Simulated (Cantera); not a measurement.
Feed: 1 mol Al(CH3)3, 39 mol N2O, 2.3 mol H2, held at 1500 K and 86.0 Pa.

Method: chemical equilibrium by Gibbs-energy minimisation in Cantera with the NASA 1993 tables (ideal gas, pure condensed phases). Candidate condensed phases: Al, AlN, Al2O3, C, C6H6, C7H8, C8H18, H2O; 148 gas species. The feed counts by its element totals alone. Rates play no part.

Base state: N2 0.637, O2 0.201, H2O 0.111, CO2 0.0490, NO 0.00108, OH 0.000476, O 6.20e-5, CO 1.82e-5 (mole fractions); condensed: Al2O3(s).

Question: What changes in the equilibrium state with this change: N2O from 39 to 0.65 mol?

Answer: 
```tsv
species	before	after
H2	1.60e-5	0.894
CO	1.82e-5	0.0855
N2	0.637	0.0197
O2	0.201	<1e-9
CO2	0.0490	4.17e-9
H2O	0.111	1.13e-7
Al	<1e-9	1.75e-5
NO	0.00108	<1e-9
OH	0.000476	<1e-9
HCN	<1e-9	0.000140
Al2O3(s), mol	0.500	0
AlN(s), mol	0	1.000
C(graphite), mol	0	2.35
```
